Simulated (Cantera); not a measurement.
Ignition delay

Mixture: CH4 : C2H6 : O2 : N2 : CO2 = 1 : 0.054 : 1.56 : 5.88 : 0.81 (molar parts), at 2200000 Pa, adiabatic and at constant pressure. Ignition delay is the time to a rise of 400 K.

Detailed kinetics in Cantera: GRI-Mech 3.0 (53 species, 325 reactions). The pressure lies above the range GRI-Mech 3.0 was tuned for (to about 10 atm).

```
T0 (K)  delay (ms)
------  ----------
1298         0.335
1398         0.139
1498        0.0596
1598        0.0265
1698        0.0123
1798       0.00614
1898       0.00332
1998       0.00195
2098       0.00123
```

```json
{
 "apparent activation energy between 1898 and 2098 K": "160 kJ/mol"
}
```
